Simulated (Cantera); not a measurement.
Source: NASA polynomial tables (part measured, part estimated), evaluated in Cantera. Values are per mole of reaction as written; species without (g) are pure solids or liquids, kept so even where they would boil at 1 bar.

FeCl3(g) ⇌ Cl(g) + FeCl2(g)

```json
[
 {"T (K)": "300", "ΔH° (kJ)": "(withheld)", "ΔS° (J/K)": "(withheld)", "ΔG° (kJ)": "(withheld)", "log10 K": "(withheld)"},
 {"T (K)": "2523", "ΔH° (kJ)": "240.2", "ΔS° (J/K)": "125.7", "ΔG° (kJ)": "-77.0", "log10 K": "1.59"},
 {"T (K)": "2573", "ΔH° (kJ)": "240.5", "ΔS° (J/K)": "125.8", "ΔG° (kJ)": "-83.3", "log10 K": "1.69"},
 {"T (K)": "2623", "ΔH° (kJ)": "(withheld)", "ΔS° (J/K)": "(withheld)", "ΔG° (kJ)": "(withheld)", "log10 K": "(withheld)"},
 {"T (K)": "2673", "ΔH° (kJ)": "(withheld)", "ΔS° (J/K)": "(withheld)", "ΔG° (kJ)": "(withheld)", "log10 K": "(withheld)"},
 {"T (K)": "2723", "ΔH° (kJ)": "241.2", "ΔS° (J/K)": "126.1", "ΔG° (kJ)": "-102.2", "log10 K": "1.96"},
 {"T (K)": "2773", "ΔH° (kJ)": "(withheld)", "ΔS° (J/K)": "(withheld)", "ΔG° (kJ)": "(withheld)", "log10 K": "(withheld)"}
]
```

Problem. What belongs in the gaps?

Solution. 
- 300, ΔH° (kJ): 233.4
- 300, ΔS° (J/K): 120.3
- 300, ΔG° (kJ): 197.3
- 300, log10 K: -34.36
- 2623, ΔH° (kJ): 240.7
- 2623, ΔS° (J/K): 125.9
- 2623, ΔG° (kJ): -89.5
- 2623, log10 K: 1.78
- 2673, ΔH° (kJ): 241.0
- 2673, ΔS° (J/K): 126.0
- 2673, ΔG° (kJ): -95.8
- 2673, log10 K: 1.87
- 2773, ΔH° (kJ): 241.5
- 2773, ΔS° (J/K): 126.2
- 2773, ΔG° (kJ): -108.5
- 2773, log10 K: 2.04
